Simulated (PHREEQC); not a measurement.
Dissolve 16 mmol/kgw HF, 99 mmol/kgw (NH4)2SiF6 and 0.044 mmol/kgw H3PO4 at 70 °C. Closed to the air; pH follows from the charge balance.

Model: ion-association model, phreeqc.dat, run in PHREEQC.

Each row changes one thing in this solution. This is a speciation only: nothing precipitates in the calculation.

| case | pH | ionic strength (mol/kgw) | HF (mol/kgw) | H4SiO4 (mol/kgw) | HF2- (mol/kgw) | NH3 (mol/kgw) | SI of Quartz (SiO2) |
|---|---|---|---|---|---|---|---|
| as made | 2.68 | 0.299 | 0.0145 | 0.000341 | 0.000197 | 4.86e-7 | -0.03 |
| H3PO4 from 4.4e-05 to 3.96e-05 mol/kgw | 2.68 | 0.299 | 0.0145 | 0.000341 | 0.000197 | 4.86e-7 | -0.03 |
| diluted 5-fold with water | 3.11 | 0.0590 | 0.00741 | 0.00131 | 0.000111 | 3.45e-7 | +0.53 |
| H3PO4 from 4.4e-05 to 2.2e-05 mol/kgw | 2.68 | 0.299 | 0.0145 | 0.000341 | 0.000197 | 4.87e-7 | -0.03 |
| temperature from 70 to 75 °C | 2.72 | 0.299 | 0.0154 | 0.000522 | 0.000216 | 6.79e-7 | +0.10 |
| H3PO4 left out | 2.68 | 0.299 | 0.0145 | 0.000340 | 0.000198 | 4.88e-7 | -0.03 |
| H3PO4 from 4.4e-05 to 6.6e-05 mol/kgw | 2.68 | 0.299 | 0.0145 | 0.000342 | 0.000197 | 4.84e-7 | -0.03 |
| temperature from 70 to 40 °C | 2.54 | 0.301 | 0.0122 | 5.43e-6 | 0.000175 | 6.41e-8 | -1.46 |

Some of these states are supersaturated (in Quartz (slow to form), Chalcedony (slow to form), for instance). At this temperature some constants are extrapolated from 25 °C, and those without enthalpy data are left unchanged. SiF6-2 is the database's only silicon fluoride.
